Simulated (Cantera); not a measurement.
A closed system holds: 1 mol CuO, 0.88 mol H2, 0.095 mol H2O, at 5.20 mbar.

Cantera equilibrium calculation (NASA polynomials, part measured and part estimated; ideal gas, pure solids and liquids). Candidate condensed phases: Cu, CuO, Cu(OH)2, Cu2O, H2O; 12 gas species. Mutual solubility and eutectic melting of coexisting phases are not modelled. Rates play no part. All values below are at 1100 °C.

Base state: H2O 0.999, O2 0.00113, Cu 0.000152, H2 0.000122, OH 7.45e-5 (mole fractions); condensed: Cu(l) + Cu2O(s).

Problem. What changes in the equilibrium state with this change: H2 from 0.88 to 42 mol?

Solution. 
```tsv
species	before	after
H2	0.000122	0.974
H2O	0.999	0.0260
Cu	0.000152	0.000152
O2	0.00113	<1e-9
OH	7.45e-5	2.17e-8
H	5.10e-7	4.56e-5
Cu(l), mol	0.764	0.994
Cu2O(s), mol	0.118	0
```
